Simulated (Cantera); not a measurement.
Charge: 1 mol Fe, 0.0032 mol O2, 17 mol H2.

Method: chemical equilibrium by Gibbs-energy minimisation in Cantera with the NASA 1993 tables (ideal gas, pure condensed phases). Candidate condensed phases: Fe, FeO, Fe(OH)2, Fe(OH)3, Fe2O3, Fe3O4, H2O; 12 gas species. Rates play no part.

Q: What condenses at these points (T in K, P in Pa): (1875, 10); (975, 19000); (1375, 120); (1075, 1600); (1275, 68000)?

A: 
| T (K) | P in Pa | condensed phases | Fe condensed (%) |
|---|---|---|---|
| 1875 | 10 | gas only | 0.0 |
| 975 | 19000 | Fe | 100.0 |
| 1375 | 120 | Fe | 100.0 |
| 1075 | 1600 | Fe | 100.0 |
| 1275 | 68000 | Fe | 100.0 |
